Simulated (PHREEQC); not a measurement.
Consider water at 60 °C with 0.015 mol NaH2PO4, 0.24 mol NH3 and 0.14 mol KCl per kg of water. Closed to the air; pH follows from the charge balance.

All values are PHREEQC results (ion-association model, phreeqc.dat), not measurements.

This is a speciation only: nothing precipitates in the calculation.

**Question.** Estimate the pH.

**Answer.** pH 9.63.

**Question.** In which forms is N present?

**Answer.** NH3 93 %, NH4+ 6.6 % of the N.

Away from 25 °C the constants follow the database's enthalpies or fits; those with neither stay at their 25 °C values.
